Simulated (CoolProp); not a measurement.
Aqueous ammonia as a coolant, 24 % by mass, freezing at -51.1 °C, 1 atm.

Model: Melinder's fits for secondary coolants, in CoolProp.

```tsv
T (°C)	cp (kJ/(kg K))	viscosity (mPa s)	Prandtl number	density (kg/m³)
-26.7	4.283	6.42	71.9	…
-21.6	4.271	5.05	55.1	929.5
-16.4	4.261	…	43.0	927.5
-11.2	4.252	…	34.2	925.4
-6	4.245	2.74	27.7	923.1
-0.9	4.239	2.31	22.9	920.8
4.3	4.234	1.97	…	918.3
9.5	4.229	1.69	16.0	915.7
14.7	4.225	1.47	13.6	912.9
19.8	4.221	1.28	11.7	910.1
25	4.217	1.12	9.98	…
```

**Question.** What belongs in the gaps?

**Answer.** 
- -26.7, density (kg/m³): 931.3
- -16.4, viscosity (mPa s): 4.04
- -11.2, viscosity (mPa s): 3.30
- 4.3, Prandtl number: 19.1
- 25, density (kg/m³): 907.1
